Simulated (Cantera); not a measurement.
A perfectly stirred reactor is fed with CO : H₂ : O₂ : N₂ = 1 : 0.56 : 1.63 : 6.11 (molar parts), equivalence ratio 0.48, at 533 Torr; it is adiabatic with a 750 K inlet, and is followed from long to short residence time, starting on the burning branch (τ in s: 0.36, 0.12, 0.041, 0.014, 0.0045, 0.0015, 0.00051, 0.00017, 5.7e-05, 1.9e-05, 6.4e-06).

Computed with Cantera and GRI-Mech 3.0 (53 species, 325 reactions).

Q: What does this change do: H2 0.56 to 0.75 parts?

A: 
| quantity | before | after |
|---|---|---|
| blow-out, bracketed by the residence times tried | burning at 0.170 ms, out at 57.0 µs | burning at 57.0 µs, out at 19.0 µs |
| x(CO) at τ = 0.360 s | 0.00122 | 0.00207 |
| x(H₂) at τ = 0.360 s | 0.000138 | 0.000302 |
| x(O₂) at τ = 0.360 s | 0.0991 | 0.0862 |
| x(H) at τ = 0.360 s | 4.24e-5 | 9.25e-5 |
| x(OH) at τ = 0.360 s | 0.00213 | 0.00327 |
| x(CO) at τ = 1.50 ms | 0.0180 | 0.0193 |
| x(H₂) at τ = 1.50 ms | 0.00219 | 0.00319 |
| x(O₂) at τ = 1.50 ms | 0.103 | 0.0919 |
| x(H) at τ = 1.50 ms | 0.00345 | 0.00413 |
| x(OH) at τ = 1.50 ms | 0.00634 | 0.00819 |

Q: What does this change do: pressure from 533 Torr to 760 Torr?

A: 
```csv
quantity,before,after
"blow-out, bracketed by the residence times tried","burning at 0.170 ms, out at 57.0 µs","burning at 57.0 µs, out at 19.0 µs"
x(CO) at τ = 0.360 s,0.00122,0.000929
x(H₂) at τ = 0.360 s,0.000138,0.000105
x(O₂) at τ = 0.360 s,0.0991,0.0990
x(H) at τ = 0.360 s,4.24e-5,2.79e-5
x(OH) at τ = 0.360 s,0.00213,0.00186
x(CO) at τ = 1.50 ms,0.0180,0.0142
x(H₂) at τ = 1.50 ms,0.00219,0.00162
x(O₂) at τ = 1.50 ms,0.103,0.102
x(H) at τ = 1.50 ms,0.00345,0.00198
x(OH) at τ = 1.50 ms,0.00634,0.00587
```
